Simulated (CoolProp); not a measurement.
Model: reference Helmholtz-energy equation of state, McLinden 2015, in CoolProp.

### Question
Give the vapour pressure (MPa), liquid density (kg/m³), vapour density (kg/m³), liquid cp (kJ/(kg K)) of saturated the fluoroketone C6F12O (FK-5-1-12) at 322.2, 339.7, 361.6 K.

### Answer
| T (K) | p (MPa) | liquid density (kg/m³) | vapour density (kg/m³) | liquid cp (kJ/(kg K)) |
|---|---|---|---|---|
| 322.2 | 0.101 | 1530 | 12.8 | 1.12 |
| 339.7 | 0.179 | 1470 | 22.2 | 1.14 |
| 361.6 | 0.333 | 1390 | 41.2 | 1.18 |
